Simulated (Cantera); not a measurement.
**CCl4 + H2 (fluorocarbon and chlorocarbon gases)**

Feed: 1 mol CCl4, a varied amount of H2, held at 4300 Pa.

These are equilibrium values from Cantera (NASA tables, ideal gas, pure condensed phases), not measurements of a reactor. Candidate condensed phases: C, C6H6, C7H8, C8H18; 91 gas species. Equilibrium is a limit: real reactors are often held back by kinetics, nucleation or transport.

Task: Map the stable condensed phases over T = 2177, 2277, 2377, 2477, 2577, 2677, 2777, 2877, 2977 °C and n(H2) in mol = 0.079, 0.16, 0.34, 0.71, 1.5, 3.1, 6.4.

Result: 
```
T in °C \ n(H2) in mol
         0.079  0.16  0.34  0.71   1.5   3.1   6.4
   2977      A     A     A     A     A     A     A
   2877      B     B     B     B     B     A     A
   2777      B     B     B     B     B     B     A
   2677      B     B     B     B     B     B     B
   2577      B     B     B     B     B     B     B
   2477      B     B     B     B     B     B     B
   2377      B     B     B     B     B     B     B
   2277      B     B     B     B     B     B     B
   2177      B     B     B     B     B     B     B
```
A: gas only; B: C.
